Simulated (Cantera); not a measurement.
**Thermodynamics of metals in furnace atmospheres, feed Pb + CO**

A closed system holds: 1 mol Pb, 12 mol CO, held at 0.0100 bar.

Cantera equilibrium calculation (NASA polynomials, part measured and part estimated; ideal gas, pure solids and liquids). Candidate condensed phases: C, Pb, PbO, PbO2, Pb3O4; 15 gas species. The numbers say what is thermodynamically allowed, not how fast it happens.

| T (K) | log p CO | log p CO2 | log p Pb | log p Pb2 | log p C3 | log p C | log p C2O | log p C2 | n C(graphite) | n Pb(l) |
|---|---|---|---|---|---|---|---|---|---|---|
| 773 | -2.33 | -2.27 | -7.64 | <-14 | <-14 | <-14 | <-14 | <-14 | 4.17 | 1.000 |
| 873 | -2.04 | -3.03 | -6.20 | -12.65 | <-14 | <-14 | <-14 | <-14 | 1.02 | 0.999 |
| 973 | -2.00 | -4.01 | -5.06 | -10.74 | <-14 | <-14 | <-14 | <-14 | 0.117 | 0.990 |
| 1073 | -2.00 | -4.86 | -4.14 | -9.20 | <-14 | <-14 | <-14 | <-14 | 0.0167 | 0.912 |
| 1173 | -2.02 | -5.59 | -3.37 | -7.93 | <-14 | <-14 | <-14 | <-14 | 0.00320 | 0.472 |
| 1273 | -2.03 | -6.21 | -3.11 | -7.62 | <-14 | <-14 | <-14 | <-14 | 0 | 0 |
| 1373 | -2.03 | -6.71 | -3.11 | -7.80 | <-14 | <-14 | <-14 | <-14 | 0 | 0 |
| 1473 | -2.03 | -7.14 | -3.11 | -7.96 | <-14 | <-14 | <-14 | <-14 | 0 | 0 |
| 1573 | -2.03 | -7.51 | -3.11 | -8.10 | <-14 | <-14 | -13.61 | <-14 | 0 | 0 |
| 1673 | -2.03 | -7.84 | -3.11 | -8.22 | <-14 | <-14 | -12.81 | <-14 | 0 | 0 |
| 1773 | -2.03 | -8.13 | -3.11 | -8.33 | -13.30 | -12.91 | -12.09 | <-14 | 0 | 0 |
| 1873 | -2.03 | -8.38 | -3.11 | -8.43 | -12.01 | -11.79 | -11.46 | -13.09 | 0 | 0 |
| 1973 | -2.03 | -8.60 | -3.11 | -8.52 | -10.85 | -10.77 | -10.89 | -11.92 | 0 | 0 |
| 2073 | -2.03 | -8.81 | -3.11 | -8.60 | -9.80 | -9.86 | -10.37 | -10.87 | 0 | 0 |
log p: log10 of the partial pressure in bar; n: condensed amount in mol.

From 773 K to 1173 K the condensed part is C(graphite) + Pb(l). From 1273 K to 2073 K nothing is condensed. The main Pb-bearing gas is Pb throughout.
